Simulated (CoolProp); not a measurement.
Vapour pressure (MPa) of benzene: the reference equation beside estimates from Tc = 288.9 °C, pc = 4.906 MPa, ω = 0.211. Clausius-Clapeyron is anchored at 171.25 °C with a constant enthalpy of vaporisation of 24.65 kJ/mol.

The numbers come from the reference Helmholtz-energy equation of state, Thol 2012 in CoolProp.

```
T (°C)  reference  Lee-Kesler  Clausius-Clapeyron  van der Waals  Soave-Redlich-Kwong
------  ---------  ----------  ------------------  -------------  -------------------
163.35     0.7575      0.7604              0.7781          1.638               0.7627
165.35     0.7867      0.7898              0.8025          1.674               0.7924
167.35     0.8168      0.8200              0.8276            [?]               0.8230
169.25        [?]      0.8495              0.8518          1.745                  [?]
171.25     0.8779         [?]              0.8779          1.782               0.8852
173.25     0.9105      0.9141              0.9046          1.819               0.9184
175.25     0.9440      0.9478              0.9318          1.857               0.9525
177.25     0.9784      0.9823              0.9595          1.896               0.9875
179.15      1.012         [?]              0.9864          1.933                1.022
181.15      1.048       1.052               1.015          1.973                1.059
183.15      1.085       1.090               1.045          2.013                1.096
185.15      1.123       1.128               1.075          2.054                1.135
187.05      1.160       1.165               1.104          2.093                1.173
189.05      1.200       1.205               1.135          2.134                1.214
```

**Question.** Some entries are withheld; supply them.

**Answer.** 
- 167.35, van der Waals: 1.710
- 169.25, reference: 0.8462
- 169.25, Soave-Redlich-Kwong: 0.8529
- 171.25, Lee-Kesler: 0.8814
- 179.15, Lee-Kesler: 1.016

Absolute difference from the reference over all 14 rows, mean and median: Lee-Kesler 0.4 and 0.4 %, Clausius-Clapeyron 2.5 and 2.3 %, van der Waals 96.0 and 95.3 %, Soave-Redlich-Kwong 0.9 and 0.9 %.
